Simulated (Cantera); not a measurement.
Input: 1 mol Si(CH₃)₄, 1.4 mol C₂H₂, 48 mol H₂, equilibrated at 1330 Pa.

Cantera equilibrium calculation (NASA polynomials, part measured and part estimated; ideal gas, pure solids and liquids). Candidate condensed phases: C, C₆H₆, C₇H₈, C₈H₁₈, Si, SiC; 87 gas species. The numbers say what is thermodynamically allowed, not how fast it happens.

**Question.** At 1425 °C, list the 4 most abundant gas species with their mole fractions, and the condensed phases.

**Answer.** H₂ 0.999, H 0.00125, C₂H₂ (acetylene) 7.20e-5, CH₄ 1.47e-5. Condensed: C(graphite) + SiC(s).
